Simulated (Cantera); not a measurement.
**Equilibrium for boron, boron nitride and boron oxide: B + H2O + H2 + N2**

Input: 1 mol B, 15 mol H2O, 5.7 mol H2, 27 mol N2, at 980 Pa.

Method: chemical equilibrium by Gibbs-energy minimisation in Cantera with the NASA 1993 tables (ideal gas, pure condensed phases). Candidate condensed phases: B, BN, B2O3, B3O3H3, H2O; 39 gas species. Gases not in the tables: H3BO3. Rates play no part.

From 1423 K to 2123 K nothing is condensed.

```json
[
 {"T (K)": "1423", "x N2": "0.560", "x H2O": "0.270", "x H2": "0.149", "x HBO2": "0.0206", "x H": "2.59e-5", "x OH": "1.02e-6", "x BO2": "9.67e-8", "x NO": "1.77e-8"},
 {"T (K)": "1523", "x N2": "0.560", "x H2O": "0.270", "x H2": "0.149", "x HBO2": "0.0206", "x H": "9.02e-5", "x OH": "5.02e-6", "x BO2": "4.73e-7", "x NO": "1.18e-7"},
 {"T (K)": "1623", "x N2": "0.560", "x H2O": "0.270", "x H2": "0.149", "x HBO2": "0.0206", "x H": "0.000270", "x OH": "2.04e-5", "x BO2": "1.91e-6", "x NO": "6.21e-7"},
 {"T (K)": "1723", "x N2": "0.560", "x H2O": "0.270", "x H2": "0.149", "x HBO2": "0.0205", "x H": "0.000711", "x OH": "7.05e-5", "x BO2": "6.54e-6", "x NO": "2.71e-6"},
 {"T (K)": "1823", "x N2": "0.560", "x H2O": "0.269", "x H2": "0.148", "x HBO2": "0.0204", "x H": "0.00169", "x OH": "0.000213", "x BO2": "1.96e-5", "x NO": "1.01e-5"},
 {"T (K)": "1923", "x N2": "0.559", "x H2O": "0.269", "x H2": "0.148", "x HBO2": "0.0203", "x H": "0.00366", "x OH": "0.000573", "x BO2": "5.24e-5", "x NO": "3.27e-5"},
 {"T (K)": "2023", "x N2": "0.558", "x H2O": "0.267", "x H2": "0.146", "x HBO2": "0.0201", "x H": "0.00733", "x OH": "0.00140", "x BO2": "0.000127", "x NO": "9.48e-5"},
 {"T (K)": "2123", "x N2": "0.555", "x H2O": "0.264", "x H2": "0.143", "x HBO2": "0.0197", "x H": "0.0137", "x OH": "0.00312", "x BO2": "0.000281", "x NO": "0.000248"}
]
```
x: gas mole fraction; nothing condenses.
